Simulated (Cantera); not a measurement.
Input: 1 mol Pb, 1.1 mol CO, 0.43 mol H2, at 13300 Pa.

Equilibrium computed with Cantera from the NASA thermochemical tables; the gas is ideal and each condensed phase is pure. Candidate condensed phases: C, C6H6, C7H8, C8H18, H2O, Pb, PbO, PbO2, Pb3O4; 113 gas species. Kinetics and transport are ignored.

x: gas mole fraction; n: condensed amount in mol.

```
T (K)   x CO   x H2    x CO2     x H2O  x Pb     x CH4  n C(graphite)  n Pb(l)
-----  -----  -----  -------  --------  ----  --------  -------------  -------
923    0.549  0.289    0.127    0.0327   ___   0.00259          0.207    1.000
948    0.605  0.286   0.0854    0.0223   ___   0.00187          0.146    1.000
973    0.644  0.283   0.0555    0.0151   ___   0.00138         0.0989    1.000
998    0.671  0.282   0.0355    0.0103   ___   0.00103         0.0654    1.000
1023   0.688  0.281   0.0226   0.00706   ___  0.000789         0.0429    1.000
1048   0.699  0.280   0.0145   0.00489   ___  0.000612         0.0281    0.999
1073   0.706  0.280  0.00936   0.00343   ___  0.000481         0.0186    0.999
1098   0.710  0.280  0.00614   0.00244   ___  0.000382         0.0124    0.999
1123   0.712  0.280  0.00409   0.00176   ___  0.000307        0.00843    0.998
1148   0.714  0.280  0.00276   0.00128   ___  0.000248        0.00579    0.997
1173   0.714  0.280  0.00190  0.000945   ___  0.000203        0.00404    0.995
```

**Question.** Complete the blanks.

**Answer.** 
- 923, x Pb: 1.90e-5
- 948, x Pb: 3.59e-5
- 973, x Pb: 6.56e-5
- 998, x Pb: 0.000116
- 1023, x Pb: 0.000200
- 1048, x Pb: 0.000335
- 1073, x Pb: 0.000548
- 1098, x Pb: 0.000876
- 1123, x Pb: 0.00137
- 1148, x Pb: 0.00210
- 1173, x Pb: 0.00316
